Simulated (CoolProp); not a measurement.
Vapour-liquid equilibrium of nitrogen (1) + oxygen (2) at 15.5 kPa; x and y are mole fractions of (1).

Model: multi-fluid Helmholtz-energy mixture model, Span 2000 and Schmidt 1985; pair parameters Gernert 2013, in CoolProp.

Give the bubble temperature and the first vapour's composition at x = 0.2, 0.65, 0.95. Is there an azeotrope?

x = 0.2: -202.5 °C, y = 0.626; x = 0.65: -206.8 °C, y = 0.922; x = 0.95: -208.6 °C, y = 0.992. No azeotrope shows between x = 0.05 and 0.95.

Pair parameters are fitted to limited data, so mixtures are less certain than the pure fluids.
